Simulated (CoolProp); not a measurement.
Properties of n-perfluorobutane along the isotherm 164.85 °C (Tc = 113.2 °C, pc = 2.322 MPa, ω = 0.372).

The numbers come from the reference Helmholtz-energy equation of state, Gao 2022 in CoolProp.

| p (MPa) | phase | density (kg/m³) | cv (kJ/(kg K)) | isothermal compressibility (1/MPa) |
|---|---|---|---|---|
| 0.116 | gas | 7.660 | 0.9401 | 8.711 |
| 0.232 | gas | 15.48 | 0.9408 | 4.403 |
| 0.348 | gas | 23.48 | 0.9415 | 2.968 |
| 0.464 | gas | 31.66 | 0.9422 | 2.252 |
| 0.581 | gas | 40.10 | 0.9430 | 1.821 |
| 0.697 | gas | 48.67 | 0.9438 | 1.538 |
| 0.813 | gas | 57.46 | 0.9447 | 1.336 |
| 0.929 | gas | 66.48 | 0.9456 | 1.185 |
| 1.05 | gas | 76.16 | 0.9465 | 1.065 |
| 1.16 | gas | 85.19 | 0.9474 | 0.9774 |
